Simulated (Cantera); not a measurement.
**Silicon nitride deposition: SiCl4 + N2 + H2**

A closed system holds: 1 mol SiCl4, 9.6 mol N2, a varied amount of H2, held at 1330 Pa.

Method: chemical equilibrium by Gibbs-energy minimisation in Cantera with the NASA 1993 tables (ideal gas, pure condensed phases). Candidate condensed phases: NH4Cl, Si, Si3N4; 28 gas species. N2 is the only nitrogen source here; it is nearly inert below about 1500 K, so the nitride shown seldom forms there in practice. The tables' values for SiCl3 are old estimates. Equilibrium is a limit: real reactors are often held back by kinetics, nucleation or transport.

Task: Map the stable condensed phases over T = 1100, 1150, 1200, 1250, 1300, 1350, 1400, 1450, 1500, 1550, 1600 K and n(H2) in mol = 0.41, 0.69, 1.2, 2, 3.4, 5.7, 9.7, 17.

Result: 
```
T in K \ n(H2) in mol
         0.41 0.69  1.2    2  3.4  5.7  9.7   17
   1600     A    A    A    A    B    B    B    B
   1550     A    A    A    B    B    B    B    B
   1500     A    A    B    B    B    B    B    B
   1450     A    A    B    B    B    B    B    B
   1400     A    B    B    B    B    B    B    B
   1350     B    B    B    B    B    B    B    B
   1300     B    B    B    B    B    B    B    B
   1250     B    B    B    B    B    B    B    B
   1200     B    B    B    B    B    B    B    B
   1150     B    B    B    B    B    B    B    B
   1100     B    B    B    B    B    B    B    B
```
A: gas only; B: Si3N4.
